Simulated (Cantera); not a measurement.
Input: 1 mol Si₂Cl₆, 0.22 mol NH₃, 0.57 mol H₂, equilibrated at 750 Torr.

Cantera equilibrium calculation (NASA polynomials, part measured and part estimated; ideal gas, pure solids and liquids). Candidate condensed phases: NH₄Cl, Si, Si₃N₄; 28 gas species. The feed counts by its element totals alone. The tables' values for SiCl₃ are old estimates; treat these amounts as uncertain. Equilibrium is a limit: real reactors are often held back by kinetics, nucleation or transport. All values below are at 675 °C.

Base state: SiCl₄ 0.549, H₂ 0.320, SiHCl₃ 0.120, HCl 0.00657, SiH₂Cl₂ 0.00267, SiCl₃ 0.00183, SiCl₂ 0.000206, SiH₃Cl 1.48e-5 (mole fractions); condensed: Si(s) + Si₃N₄(s).

Q: What changes in the equilibrium state with this change: NH₃ from 0.22 to 26 mol?

A: 
```csv
species,before,after
H₂,0.320,0.675
N₂,<1e-9,0.215
HCl,0.00657,0.109
SiCl₄,0.549,0.000328
SiHCl₃,0.120,9.10e-6
NH₃,<1e-9,0.000215
SiCl₂,0.000206,<1e-9
"Si(s), mol",0.264,0
"Si₃N₄(s), mol",0.0550,0.661
```
